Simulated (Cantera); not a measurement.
Charge: 1 mol Ti(OiPr)4, 1.8 mol CH4, held at 0.00260 bar.

These are equilibrium values from Cantera (NASA tables, ideal gas, pure condensed phases), not measurements of a reactor. Candidate condensed phases: C, C6H6, C7H8, C8H18, H2O, Ti, TiC, TiO, TiO2, Ti2O3, Ti3O5, Ti4O7; 113 gas species. The feed counts by its element totals alone. TiC: taken at fixed stoichiometry. Kinetics and transport are ignored.

x: gas mole fraction; n: condensed amount in mol.

| T (K) | x H2 | x CO | x H | x C2H2 (acetylene) | x C2H | x Ti | n C(graphite) | n TiC(s) |
|---|---|---|---|---|---|---|---|---|
| 1773 | 0.810 | 0.185 | 0.00502 | 0.000113 | … | 2.05e-9 | 8.80 | 1.00 |
| 1823 | 0.808 | 0.184 | 0.00764 | 0.000171 | … | 6.81e-9 | 8.79 | 1.00 |
| 1873 | 0.804 | 0.184 | 0.0114 | 0.000251 | … | 2.12e-8 | 8.79 | 1.00 |
| 1923 | 0.799 | 0.184 | 0.0165 | 0.000361 | … | 6.22e-8 | 8.78 | 1.000 |
| 1973 | 0.793 | 0.183 | 0.0236 | 0.000508 | … | 1.73e-7 | 8.78 | 1.000 |
| 2023 | 0.784 | 0.182 | 0.0330 | 0.000701 | … | 4.55e-7 | 8.77 | 1.000 |
| 2073 | 0.773 | 0.181 | 0.0453 | 0.000947 | … | 1.15e-6 | 8.76 | 1.000 |
| 2123 | 0.758 | 0.180 | 0.0613 | 0.00126 | … | 2.76e-6 | 8.74 | 1.000 |

Problem. What belongs in the gaps?

Solution. 
- 1773, x C2H: 5.48e-9
- 1823, x C2H: 1.56e-8
- 1873, x C2H: 4.18e-8
- 1923, x C2H: 1.06e-7
- 1973, x C2H: 2.57e-7
- 2023, x C2H: 5.96e-7
- 2073, x C2H: 1.32e-6
- 2123, x C2H: 2.81e-6
